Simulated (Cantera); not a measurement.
Input: 1 mol Mg(OH)₂, 0.053 mol CO₂, 2.7 mol H₂O, held at 1.10 bar.

Cantera equilibrium calculation (NASA polynomials, part measured and part estimated; ideal gas, pure solids and liquids). Candidate condensed phases: C, C₆H₆, C₇H₈, C₈H₁₈, H₂O, Mg, MgCO₃, MgO, Mg(OH)₂; 116 gas species. The numbers say what is thermodynamically allowed, not how fast it happens.

log p: log10 of the partial pressure in bar; n: condensed amount in mol.

```csv
T (°C),log p H₂O,log p CO₂,log p H₂,log p OH,n MgCO₃(s),n Mg(OH)₂(s),n MgO(s)
250,0.04,-2.27,<-11,<-11,0.0396,0.960,0
400,0.04,-1.81,-10.75,<-11,0,0,1.00
550,0.04,-1.81,(withheld),(withheld),0,0,1.00
700,0.04,-1.81,(withheld),(withheld),0,0,1.00
850,0.04,-1.81,-5.63,-6.81,0,0,1.00
1000,0.04,-1.81,-4.72,-5.69,0,0,1.00
1150,0.04,-1.81,-4.00,-4.81,0,0,1.00
1300,0.03,-1.81,-3.41,-4.09,0,0,1.000
1450,0.03,-1.81,-2.93,-3.50,0,0,1.000
1600,0.03,-1.81,-2.52,-3.01,0,0,1.000
1750,0.03,-1.82,-2.17,-2.59,0,0,1.000
1900,0.02,-1.84,-1.87,-2.23,0,0,0.999
```

Question: Complete the blanks.

Answer: 
- 550, log p H₂: -8.43
- 550, log p OH: -10.26
- 700, log p H₂: -6.82
- 700, log p OH: -8.27
